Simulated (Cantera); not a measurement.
A closed system holds: 1 mol C, 0.92 mol H₂, held at 1.00 bar.

Method: chemical equilibrium by Gibbs-energy minimisation in Cantera with the NASA 1993 tables (ideal gas, pure condensed phases). Candidate condensed phases: C, C₆H₆, C₇H₈, C₈H₁₈; 76 gas species. Equilibrium is a limit: real reactors are often held back by kinetics, nucleation or transport. All values below are at 1073 K.

Base state: H₂ 0.958, CH₄ 0.0422 (mole fractions); condensed: C(graphite).

Task: What changes in the equilibrium state with this change: pressure from 1.00 bar to 31.0 mbar?

Result: 
```
species           before    after
----------------  ------  -------
H₂                 0.958    0.999
CH₄               0.0422  0.00142
C(graphite), mol   0.963    0.999
```
